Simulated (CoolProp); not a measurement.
Properties of sulfur hexafluoride at several states.

The numbers come from the reference Helmholtz-energy equation of state, Guder 2009 in CoolProp.

```csv
T (K),p (MPa),phase,density (kg/m³),cp (kJ/(kg K)),viscosity (µPa s),fugacity coefficient
437.8,0.441,gas,17.92,0.8386,21.4,0.9874
336.9,18.4,supercritical,1416,1.023,139,0.3114
403.4,0.627,gas,28.00,0.8117,20.0,0.9755
318,2.92,gas,249.5,1.086,19.1,0.7429
```

Viscosity comes from a separate model (Quiñones-Cisneros 2012).
